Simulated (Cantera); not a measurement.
A closed system holds: 1 mol MgCO₃, 0.26 mol C, 0.89 mol H₂O, equilibrated at 33.0 mbar.

Equilibrium computed with Cantera from the NASA thermochemical tables; the gas is ideal and each condensed phase is pure. Candidate condensed phases: C, C₆H₆, C₇H₈, C₈H₁₈, H₂O, Mg, MgCO₃, MgO, Mg(OH)₂; 116 gas species. Equilibrium is a limit: real reactors are often held back by kinetics, nucleation or transport. All values below are at 1323 K.

Base state: CO₂ 0.418, H₂O 0.340, CO 0.168, H₂ 0.0738 (mole fractions); condensed: MgO(s).

**Question.** What changes in the equilibrium state with this change: H₂O from 0.89 to 6.7 mol?

**Answer.** 
```csv
species,before,after
H₂O,0.340,0.793
CO₂,0.418,0.142
H₂,0.0738,0.0490
CO,0.168,0.0163
"MgO(s), mol",1.00,1.00
```
